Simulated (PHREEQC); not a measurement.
# City or well water

Synthetic water in mg/L, 25 °C, pH 6.89, pe 9.1:

| constituent | mg/L |
|---|---|
| Na | 97.3 |
| K | 121 |
| Ca | 54.8 |
| Mg | 21.7 |
| Cl | 311 |
| S(6) as SO4 | 87 |
| Alkalinity as HCO3 | 109 |
| Ni | 19.5 |
| B | 0.0663 |
| Li | 0.0336 |
| Cu(2) | 10.9 |

Valence states are taken as typed.

Equilibrium calculation in PHREEQC: ion-association model, wateq4f.dat.

This is a speciation only: nothing precipitates in the calculation.

Question: Predict the ionic strength, charge-balance error.

Answer: ionic strength 0.0147 mol/kgw; charge-balance error 2.1 %.

Question: In which forms is Mg present?

Answer: Mg+2 93 %, MgSO4 6.3 %, MgHCO3+ 0.8 % of the Mg.

Saturation is exceeded, for instance for Malachite, Atacamite; the values hold only as long as no solid forms. The database's constant for dissolved Cu(OH)2 is higher than later reviews accept. The database's nickel carbonate constants are estimates that later reviews lower a good deal.
